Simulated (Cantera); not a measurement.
## Premixed flame

A freely propagating, adiabatic, planar premixed flame of CO : H₂ : O₂ : N₂ = 1 : 0.31 : 0.682 : 2.57 (molar parts), equivalence ratio 0.96, unburnt at 573 K and 0.444 atm; multicomponent transport, grid criteria slope 0.08 and curve 0.16, no radiation.

Detailed kinetics in Cantera: GRI-Mech 3.0 (53 species, 325 reactions). Burning velocities carry a grid error of a few per cent, more on coarse grids.

| z (mm) | T (K) | u (m/s) | x CO | x H₂ | x O₂ | x H | x HO₂ | x H₂O₂ |
|---|---|---|---|---|---|---|---|---|
| -5.79 | 573 | 2.44 | 0.219 | 0.0680 | 0.149 | <1e-8 | <1e-8 | <1e-8 |
| -3.86 | 573 | 2.44 | 0.219 | 0.0680 | 0.149 | <1e-8 | <1e-8 | <1e-8 |
| -2.90 | 573 | 2.44 | 0.219 | 0.0679 | 0.149 | <1e-8 | <1e-8 | <1e-8 |
| -1.93 | 573 | 2.44 | 0.219 | 0.0679 | 0.150 | <1e-8 | 3.16e-8 | <1e-8 |
| -0.965 | 575 | 2.44 | 0.220 | 0.0664 | 0.150 | 4.64e-6 | 4.27e-5 | 1.17e-6 |
| -0.483 | 685 | 2.88 | 0.217 | 0.0566 | 0.147 | 0.000943 | 0.000117 | 1.04e-5 |
| 0 | 1108 | 4.58 | 0.190 | 0.0244 | 0.118 | 0.0130 | 3.57e-5 | 1.95e-6 |
| 0.483 | 1440 | 5.84 | 0.138 | 0.00734 | 0.0746 | 0.0239 | 1.39e-5 | 8.50e-7 |
| 0.965 | 1611 | 6.43 | 0.105 | 0.00732 | 0.0580 | 0.0254 | 8.30e-6 | 4.47e-7 |
| 1.93 | 1777 | 6.99 | 0.0892 | 0.00768 | 0.0500 | 0.0204 | 5.54e-6 | 2.29e-7 |
| 3.86 | 1932 | 7.52 | 0.0840 | 0.00684 | 0.0466 | 0.0130 | 3.88e-6 | 1.22e-7 |
| 7.72 | 2078 | 8.00 | 0.0763 | 0.00566 | 0.0426 | 0.00773 | 2.55e-6 | 6.96e-8 |
| 15.4 | 2210 | 8.42 | 0.0664 | 0.00449 | 0.0378 | 0.00443 | 1.77e-6 | 4.57e-8 |
x: mole fraction of selected species; z is measured from the peak of heat release.

```json
{
 "laminar_burning_velocity": "244 cm/s",
 "thermal_thickness": "1.93 mm",
 "peak x(H)": "0.0255",
 "peak x(HO₂)": "0.000146",
 "peak x(H₂O₂)": "1.07e-5",
 "grid_points": "162"
}
```
